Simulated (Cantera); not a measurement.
**Silicon epitaxy and polysilicon growth: SiCl4 + Cl2 + N2**

Charge: 1 mol SiCl4, 0.0049 mol Cl2, 9.6 mol N2, at 0.0130 bar.

Cantera equilibrium calculation (NASA polynomials, part measured and part estimated; ideal gas, pure solids and liquids). Candidate condensed phases: Si, Si3N4; 13 gas species. The tables' values for SiCl3 are old estimates; treat these amounts as uncertain. The numbers say what is thermodynamically allowed, not how fast it happens.

```
T (K)  log p N2  log p SiCl4  log p Cl  log p SiCl3  log p SiCl2  log p Cl2
-----  --------  -----------  --------  -----------  -----------  ---------
948       -1.93        -2.91     -6.38       -10.24         <-13      -5.24
998       -1.93        -2.91     -6.05        -9.49         <-13      -5.25
1048      -1.93        -2.91     -5.76        -8.80       -13.42      -5.29
1098      -1.93        -2.91     -5.51        -8.16       -12.26      -5.35
1148      -1.93        -2.91     -5.30        -7.55       -11.15      -5.45
1198      -1.93        -2.91     -5.14        -6.96       -10.07      -5.61
1248      -1.93        -2.91     -5.03        -6.39        -9.01      -5.82
1298      -1.93        -2.91     -4.93        -5.85        -8.01      -6.04
1348      -1.93        -2.91     -4.82        -5.38        -7.14      -6.19
1398      -1.93        -2.92     -4.66        -4.99        -6.44      -6.22
1448      -1.93        -2.92     -4.47        -4.69        -5.89      -6.16
1498      -1.93        -2.93     -4.26        -4.43        -5.43      -6.05
1548      -1.93        -2.94     -4.05        -4.21        -5.04      -5.91
1598      -1.93        -2.96     -3.84        -4.02        -4.70      -5.76
```
log p: log10 of the partial pressure in bar; nothing condenses.

From 948 K to 1598 K nothing is condensed. The main Si-bearing gas is SiCl4 throughout.
